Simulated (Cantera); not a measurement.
Feed: 1 mol B2O3, 0.44 mol SiCl4, 1.5 mol O2, equilibrated at 850 °C and 8.00 Pa.

Equilibrium computed with Cantera from the NASA thermochemical tables; the gas is ideal and each condensed phase is pure. Candidate condensed phases: B, B2O3, Si, SiO2; 27 gas species. Mutual solubility and eutectic melting of coexisting phases are not modelled. The tables' values for BOCl are old estimates; treat these amounts as uncertain. Condensed phases not in the tables: borates and borosilicate glass, alloys, solid solutions and most ternary compounds. The numbers say what is thermodynamically allowed, not how fast it happens.

Base state: O2 0.510, Cl2 0.356, Cl 0.134, ClO 3.94e-5, BOCl 2.88e-5 (mole fractions); condensed: B2O3(l) + SiO2(β-quartz).

### Question
What changes in the equilibrium state with this change: temperature from 850 °C to 1575 °C?

### Answer
```
species                before     after
--------------------  -------  --------
Cl                      0.134     0.443
O2                      0.510     0.253
B2O3                  7.73e-6     0.220
Cl2                     0.356  0.000101
BO2                   1.52e-6    0.0642
O                     3.51e-7    0.0107
SiO                     <1e-9   0.00127
BO                      <1e-9  0.000709
SiO2                    <1e-9  0.000186
BOCl                  2.88e-5   0.00705
B2O3(l), mol            1.000         0
SiO2(β-quartz), mol     0.440         0
SiO2(condensed), mol        0     0.434
```
The tables' values for BOCl, SiO2 are old estimates; treat these amounts as uncertain. The tables hold silica as quartz up to 1696 K and as liquid above; real silica turns to tridymite and cristobalite and melts near 1996 K.

### Question
What changes in the equilibrium state with this change: B2O3 replaced by MgO?

### Answer
```tsv
species	before	after
O2	0.510	0.521
Cl2	0.356	0.314
Cl	0.134	0.126
MgCl2	0	0.0391
BOCl	2.88e-5	0
ClO	3.94e-5	3.74e-5
B2O3(l), mol	1.000	0
SiO2(β-quartz), mol	0.440	0
MgO(s), mol	0	0.0373
Mg2SiO4(s), mol	0	0.440
```
Condensed phases not in the tables: alloys, solid solutions and most ternary compounds. Further candidate phases: Mg, MgCl2, MgO, MgSiO3, Mg2SiO4.

### Question
What changes in the equilibrium state with this change: pressure from 8.00 Pa to 54.0 Pa?

### Answer
| species | before | after |
|---|---|---|
| O2 | 0.510 | 0.531 |
| Cl2 | 0.356 | 0.413 |
| Cl | 0.134 | 0.0554 |
| BOCl | 2.88e-5 | 7.32e-6 |
| ClO | 3.94e-5 | 4.33e-5 |
| B2O3(l), mol | 1.000 | 1.000 |
| SiO2(β-quartz), mol | 0.440 | 0.440 |
